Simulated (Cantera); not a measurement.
Input: 1 mol trisilylamine, a varied amount of NH3, held at 1248 K and 1500 Pa.

These are equilibrium values from Cantera (NASA tables, ideal gas, pure condensed phases), not measurements of a reactor. Candidate condensed phases: Si, Si3N4; 18 gas species. The feed counts by its element totals alone. Mutual solubility and eutectic melting of coexisting phases are not modelled. Kinetics and transport are ignored.

log p: log10 of the partial pressure in bar; n: condensed amount in mol.

```
n(NH3) (mol)  log p H2  log p N2  log p H  log p NH3  n Si(s)  n Si3N4(s)
------------  --------  --------  -------  ---------  -------  ----------
2.3              -1.82     -6.92    -7.24          …    0.525       0.825
3.1              -1.83     -4.09    -7.24          …        0        1.00
3.9              -1.84     -3.20    -7.25          …        0        1.00
4.6              -1.85     -3.01    -7.26      -8.10        0        1.00
5.4              -1.86     -2.88    -7.26      -8.05        0        1.00
6.2              -1.87     -2.81    -7.27      -8.02        0        1.00
7                -1.88     -2.75    -7.27      -8.01        0        1.00
7.7              -1.88     -2.72    -7.27      -8.00        0        1.00
8.5              -1.89     -2.69    -7.27      -7.99        0        1.00
9.3              -1.89     -2.66    -7.28      -7.98        0        1.00
10               -1.90     -2.64    -7.28      -7.98        0        1.00
```

Task: Complete the blanks.

Result: 
- 2.3, log p NH3: -10.01
- 3.1, log p NH3: -8.60
- 3.9, log p NH3: -8.18
